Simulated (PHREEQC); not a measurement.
A solution holds 0.02 mol AlCl3 per kg of water, at 40 °C. It is in equilibrium with CO2 at log p = -3.4 (atm). Otherwise closed; pH follows from the charge balance.

The numbers come from PHREEQC with the ion-association model, wateq4f.dat.

Question: The ionic strength comes out as 0.119 mol/kgw. What activity coefficients do Al+3, Cl-, AlOH+2, H+, Al(OH)2+ get?

Answer: Al+3 0.16, Cl- 0.75, AlOH+2 0.36, H+ 0.81, Al(OH)2+ 0.77.

No solid was allowed to form. The solution is supersaturated, for example in Gibbsite (slow to form), so a real one may precipitate; this is no full list. Away from 25 °C the constants follow the database's enthalpies or fits; those with neither stay at their 25 °C values.
